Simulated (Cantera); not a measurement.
**Diamond growth**

A diamond (100) surface in a fixed gas of H2 with x(CH4) = 0.013, x(CH3) = 0.00046, at 1298 K, 0.0190 bar; coverages are run to steady state.

Computed with Cantera and the Harris–Goodwin 1993 mechanism for the reconstructed diamond (100) surface.

```
x(H)     growth (µm/h)  θ c6HH  θ c6H*  θ c6*H   θ c6**    θ c6HM
-------  -------------  ------  ------  ------  -------  --------
0.0001          0.0250   0.658  0.0287   0.307  0.00406  0.000162
0.0002          0.0901   0.560  0.0365   0.392  0.00885  0.000215
0.00041          0.251   0.483  0.0424   0.454   0.0163  0.000270
0.00084          0.521   0.434  0.0458   0.491   0.0252  0.000326
0.0017           0.842   0.406  0.0475   0.509   0.0332  0.000375
0.0035            1.18   0.391  0.0484   0.519   0.0394  0.000411
0.007             1.52   0.383  0.0488   0.523   0.0431  0.000427
0.014             1.98   0.380  0.0490   0.525   0.0453  0.000426
0.029             2.75   0.377  0.0492   0.526   0.0465  0.000403
```
θ: site fractions in the mechanism's names (c6HH fully hydrogenated, c6H* and c6*H radical sites, c6** diradical, c6HM methylated).
